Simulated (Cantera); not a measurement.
Input: 1 mol (CH3)2SiCl2, 0.0092 mol C2H4, 460 mol H2, at 1002 °C.

These are equilibrium values from Cantera (NASA tables, ideal gas, pure condensed phases), not measurements of a reactor. Candidate condensed phases: C, C6H6, C7H8, C8H18, Si, SiC; 109 gas species. The feed counts by its element totals alone. The numbers say what is thermodynamically allowed, not how fast it happens.

x: gas mole fraction; n: condensed amount in mol.

```tsv
P (Pa)	x H2	x HCl	x CH4	x H	x SiCl2	x C2H2 (acetylene)	n C(graphite)	n SiC(s)
100	0.996	0.00431	9.19e-6	2.33e-5	1.25e-7	3.82e-7	1.01	1.000
400	0.996	0.00431	?	?	1.25e-7	3.82e-7	1.00	1.000
1600	0.996	0.00431	0.000147	5.81e-6	1.25e-7	3.82e-7	0.950	1.000
6300	0.995	0.00431	0.000578	2.93e-6	1.26e-7	3.82e-7	0.750	1.000
25000	0.993	0.00432	0.00220	?	1.31e-7	?	0	1.000
100000	0.993	0.00432	0.00220	7.35e-7	5.24e-7	2.21e-8	0	1.000
```

Problem. Fill in the missing entries.

Solution. 
- 400, x CH4: 3.68e-5
- 400, x H: 1.16e-5
- 25000, x H: 1.47e-6
- 25000, x C2H2 (acetylene): 3.53e-7
